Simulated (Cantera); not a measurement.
An isothermal, constant-pressure homogeneous reactor starts with 0.495 % CH2O, 0.416 % O2, 99.1 % N2, equivalence ratio 1.2, at 1275 K and 1.00 atm.

Model: GRI-Mech 3.0 (53 species, 325 reactions), integrated in Cantera.

One state of this run: x CH2O = 3.35e-12; x O2 = 2.69e-6; x NO2 = 6.53e-12; x CH2 = <1e-12; x C2H2 = <1e-12; x HCO = 2.97e-10; x CH2CO = <1e-12. x: mole fraction; the columns are a selection and need not sum to one.

### Question
Which value of t (s) does it belong to?
(A) 0.0546
(B) 0.122
(C) 1.35
(D) 0.000993

### Answer
A, 0.0546
